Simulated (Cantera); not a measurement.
Premixed flame

A freely propagating, adiabatic, planar premixed flame of 44.4 % H2, 11.7 % O2, 43.9 % N2, equivalence ratio 1.9, unburnt at 675 K and 1.00 bar; mixture-averaged transport, grid criteria slope 0.08 and curve 0.16, no radiation.

Detailed kinetics in Cantera: the H2/O2 subset of GRI-Mech 3.0, which has no nitrogen chemistry. Burning velocities carry a grid error of a few per cent, more on coarse grids.

| z (mm) | T (K) | u (m/s) | x H2 | x O2 | x HO2 | x H2O2 | x O | x H |
|---|---|---|---|---|---|---|---|---|
| -1.42 | 675 | 11.1 | 0.444 | 0.117 | <1e-8 | <1e-8 | <1e-8 | <1e-8 |
| -0.946 | 675 | 11.1 | 0.444 | 0.117 | <1e-8 | <1e-8 | <1e-8 | <1e-8 |
| -0.709 | 675 | 11.1 | 0.444 | 0.117 | 1.78e-8 | <1e-8 | <1e-8 | <1e-8 |
| -0.473 | 675 | 11.1 | 0.444 | 0.117 | 1.90e-6 | <1e-8 | <1e-8 | 5.47e-7 |
| -0.236 | 694 | 11.4 | 0.441 | 0.117 | 0.000198 | 1.84e-6 | 1.63e-5 | 0.000547 |
| -0.118 | 869 | 14.1 | 0.411 | 0.111 | 0.000139 | 4.29e-6 | 0.000405 | 0.0107 |
| 0 | 1265 | 19.9 | 0.298 | 0.0695 | 6.17e-5 | 2.04e-6 | 0.00422 | 0.0607 |
| 0.118 | 1545 | 24.0 | 0.201 | 0.0156 | 1.37e-5 | 1.15e-6 | 0.00460 | 0.0998 |
| 0.236 | 1663 | 25.7 | 0.184 | 0.00360 | 3.05e-6 | 7.47e-7 | 0.00316 | 0.100 |
| 0.473 | 1783 | 27.3 | 0.189 | 0.00147 | 1.20e-6 | 4.72e-7 | 0.00252 | 0.0872 |
| 0.946 | 1914 | 29.0 | 0.199 | 0.00101 | 7.98e-7 | 2.63e-7 | 0.00189 | 0.0699 |
| 1.89 | 2042 | 30.7 | 0.208 | 0.000635 | 5.07e-7 | 1.41e-7 | 0.00123 | 0.0527 |
| 3.78 | 2156 | 32.1 | 0.217 | 0.000344 | 2.96e-7 | 7.47e-8 | 0.000687 | 0.0374 |
x: mole fraction of selected species; z is measured from the peak of heat release.

```json
{
 "laminar_burning_velocity": "1110 cm/s",
 "thermal_thickness": "0.473 mm",
 "peak x(HO2)": "0.000207",
 "peak x(H2O2)": "4.48e-6",
 "peak x(O)": "0.00536",
 "peak x(H)": "0.102"
}
```
